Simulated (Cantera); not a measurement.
Input (Python, Cantera) and output of one run.

```python
import numpy as np
import cantera as ct

gas_names = [...]  # 118 gases of nasa_gas.yaml made of C, Cl, F, H
cond_names = """
    C(gr) C6H6(L) C7H8(L) C8H18(L),n-octa
""".split()


# ... load() reads the species with a 1 bar reference pressure and builds the phases ...
atoms = {
    'CCl4': {'C': 1, 'CL': 4},
    'F2': {'F': 2},
    'H2': {'H': 2},
}
top_T = {'C(gr)': 4500}  # K; cautious upper limits of use, not melting points


# ... equilibrate(T, P, feed) seeds the gas with the atoms and calls Mixture.equilibrate('TP', solver="vcs", rtol=1e-11, max_steps=5000) ...
results = []
T = 2000  # K
P = 100000  # Pa
for m in [0.047, 0.074, 0.12, 0.19, 0.29, 0.47, 0.74, 1.2, 1.9, 2.9, 4.6, 7.4]:
    feed = {'CCl4': 1, 'F2': 0.59, 'H2': m}  # mol
    mix = equilibrate(T, P, feed)
    results.append((T, P, feed, dict(zip(mix.species_names, mix.species_moles))))

top = {s: max(r[3][s] / sum(r[3][g] for g in gas_names) for r in results) for s in gas_names}
cols = sorted((s for s in top if top[s] > 1e-06), key=lambda s: -top[s])[:6]
seen = [c for c in cond_names if any(r[3].get(c, 0) > 1e-12 for r in results)]
print("log10 of partial pressures in bar; condensed amounts in mol")
print(f"{'n(H2)':>10s}" + "".join(f"{s[:9]:>10s}" for s in cols + seen))
for T, P, feed, n in results:
    ng = sum(n[g] for g in gas_names)
    print(f"{feed['H2']:10.4g}" + "".join(f"{np.log10(max(n[s] / ng * P / 1e5, 1e-99)):10.3f}" for s in cols)
          + "".join(f"{n.get(c, 0):10.4g}" for c in seen))
```

Output:

```
log10 of partial pressures in bar; condensed amounts in mol
     n(H2)       HCL        H2        CL       CL2        HF       CF4     C(gr)
     0.047    -2.035    -9.245    -0.329    -0.394    -1.671    -1.104    0.7042
     0.074    -1.843    -8.852    -0.334    -0.403    -1.479    -1.125    0.7141
      0.12    -1.640    -8.433    -0.341    -0.418    -1.279    -1.161    0.7308
      0.19    -1.452    -8.033    -0.352    -0.439    -1.094    -1.220    0.7562
      0.29    -1.281    -7.661    -0.367    -0.470    -0.931    -1.310     0.792
      0.47    -1.087    -7.219    -0.394    -0.524    -0.758    -1.506    0.8546
      0.74    -0.883    -6.729    -0.435    -0.606    -0.623    -1.946    0.9378
       1.2    -0.558    -5.895    -0.527    -0.790    -0.581    -3.444    0.9956
       1.9    -0.273    -4.851    -0.764    -1.265    -0.620    -5.689    0.9995
       2.9    -0.141    -1.237    -2.439    -4.614    -0.669   -13.112    0.9995
       4.6    -0.256    -0.554    -2.896    -5.528    -0.785   -14.944    0.9966
       7.4    -0.399    -0.318    -3.156    -6.048    -0.928   -15.986    0.9915
```

Method: chemical equilibrium by Gibbs-energy minimisation in Cantera with the NASA 1993 tables (ideal gas, pure condensed phases). Gases not in the tables: C2F6 and larger saturated fluorocarbons.
